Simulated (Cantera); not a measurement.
Cantera with NASA thermochemical tables; ideal gases at 1 bar, condensed phases pure. Values are per mole of reaction as written; species without (g) are pure solids or liquids, kept so even where they would boil at 1 bar.

2 Fe₂Cl₆(g) + C ⇌ CCl₄(g) + 4 FeCl₂(g)

```
T (K)  ΔH° (kJ)  ΔS° (J/K)  ΔG° (kJ)  log10 K
-----  --------  ---------  --------  -------
300         [?]        [?]       [?]      [?]
673       635.3      397.4     367.9   -28.55
773         [?]        [?]       [?]      [?]
873       628.8      388.9     289.3   -17.31
973       625.4      385.3     250.6   -13.45
1073      622.3      382.3     212.2   -10.33
1173      619.4      379.6     174.1    -7.75
1273        [?]        [?]       [?]      [?]
1373      613.8      375.2      98.6    -3.75
1473      611.3      373.4      61.2    -2.17
```

Task: Some entries are withheld; supply them.

Result: 
- 300, ΔH° (kJ): 648.9
- 300, ΔS° (J/K): 427.4
- 300, ΔG° (kJ): 520.7
- 300, log10 K: -90.65
- 773, ΔH° (kJ): 632.1
- 773, ΔS° (J/K): 392.9
- 773, ΔG° (kJ): 328.3
- 773, log10 K: -22.19
- 1273, ΔH° (kJ): 616.6
- 1273, ΔS° (J/K): 377.3
- 1273, ΔG° (kJ): 136.2
- 1273, log10 K: -5.59
